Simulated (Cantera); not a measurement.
Chemical vapour transport: Al + HCl + H2

Charge: 1 mol Al, 0.04 mol HCl, 0.23 mol H2, at 790000 Pa.

Cantera equilibrium calculation (NASA polynomials, part measured and part estimated; ideal gas, pure solids and liquids). Candidate condensed phases: Al, AlCl3; 12 gas species. The tables' values for AlCl2 are old estimates; treat these amounts as uncertain. Rates play no part.

```json
[
 {"T (K)": "725", "x H2": "0.969", "x AlCl3": "0.0110", "x Al2Cl6": "0.0203", "x AlCl": "5.71e-7", "x AlCl2": "1.27e-6", "x HCl": "1.37e-7", "x H": "<1e-12", "x AlH": "<1e-12", "n Al(s)": "0.987", "n Al(l)": "0"},
 {"T (K)": "775", "x H2": "0.965", "x AlCl3": "0.0187", "x Al2Cl6": "0.0164", "x AlCl": "3.04e-6", "x AlCl2": "5.69e-6", "x HCl": "4.84e-7", "x H": "<1e-12", "x AlH": "<1e-12", "n Al(s)": "0.987", "n Al(l)": "0"},
 {"T (K)": "825", "x H2": "0.961", "x AlCl3": "0.0277", "x Al2Cl6": "0.0118", "x AlCl": "1.29e-5", "x AlCl2": "2.01e-5", "x HCl": "1.43e-6", "x H": "2.77e-12", "x AlH": "<1e-12", "n Al(s)": "0.987", "n Al(l)": "0"},
 {"T (K)": "875", "x H2": "0.956", "x AlCl3": "0.0360", "x Al2Cl6": "0.00749", "x AlCl": "4.47e-5", "x AlCl2": "5.79e-5", "x HCl": "3.63e-6", "x H": "1.75e-11", "x AlH": "5.65e-12", "n Al(s)": "0.987", "n Al(l)": "0"},
 {"T (K)": "925", "x H2": "0.953", "x AlCl3": "0.0421", "x Al2Cl6": "0.00430", "x AlCl": "0.000132", "x AlCl2": "0.000141", "x HCl": "8.12e-6", "x H": "9.05e-11", "x AlH": "3.69e-11", "n Al(s)": "0.987", "n Al(l)": "0"},
 {"T (K)": "975", "x H2": "0.951", "x AlCl3": "0.0457", "x Al2Cl6": "0.00235", "x AlCl": "0.000326", "x AlCl2": "0.000295", "x HCl": "1.67e-5", "x H": "3.97e-10", "x AlH": "1.87e-10", "n Al(s)": "0", "n Al(l)": "0.987"},
 {"T (K)": "1025", "x H2": "0.950", "x AlCl3": "0.0475", "x Al2Cl6": "0.00127", "x AlCl": "0.000721", "x AlCl2": "0.000556", "x HCl": "3.19e-5", "x H": "1.51e-9", "x AlH": "7.95e-10", "n Al(s)": "0", "n Al(l)": "0.986"},
 {"T (K)": "1075", "x H2": "0.949", "x AlCl3": "0.0481", "x Al2Cl6": "0.000695", "x AlCl": "0.00147", "x AlCl2": "0.000972", "x HCl": "5.67e-5", "x H": "5.09e-9", "x AlH": "2.95e-9", "n Al(s)": "0", "n Al(l)": "0.986"},
 {"T (K)": "1125", "x H2": "0.947", "x AlCl3": "0.0477", "x Al2Cl6": "0.000390", "x AlCl": "0.00278", "x AlCl2": "0.00160", "x HCl": "9.53e-5", "x H": "1.54e-8", "x AlH": "9.69e-9", "n Al(s)": "0", "n Al(l)": "0.986"},
 {"T (K)": "1175", "x H2": "0.946", "x AlCl3": "0.0466", "x Al2Cl6": "0.000223", "x AlCl": "0.00495", "x AlCl2": "0.00248", "x HCl": "0.000152", "x H": "4.24e-8", "x AlH": "2.87e-8", "n Al(s)": "0", "n Al(l)": "0.986"},
 {"T (K)": "1225", "x H2": "0.943", "x AlCl3": "0.0447", "x Al2Cl6": "0.000129", "x AlCl": "0.00833", "x AlCl2": "0.00366", "x HCl": "0.000233", "x H": "1.08e-7", "x AlH": "7.77e-8", "n Al(s)": "0", "n Al(l)": "0.985"},
 {"T (K)": "1275", "x H2": "0.939", "x AlCl3": "0.0420", "x Al2Cl6": "7.39e-5", "x AlCl": "0.0133", "x AlCl2": "0.00514", "x HCl": "0.000341", "x H": "2.54e-7", "x AlH": "1.94e-7", "n Al(s)": "0", "n Al(l)": "0.984"},
 {"T (K)": "1325", "x H2": "0.934", "x AlCl3": "0.0383", "x Al2Cl6": "4.15e-5", "x AlCl": "0.0203", "x AlCl2": "0.00687", "x HCl": "0.000479", "x H": "5.62e-7", "x AlH": "4.50e-7", "n Al(s)": "0", "n Al(l)": "0.982"}
]
```
x: gas mole fraction; n: condensed amount in mol.

From 725 K to 925 K the condensed part is Al(s). From 975 K to 1325 K the condensed part is Al(l). The main Al-bearing gas is Al2Cl6 at 725 K and AlCl3 at 1325 K.
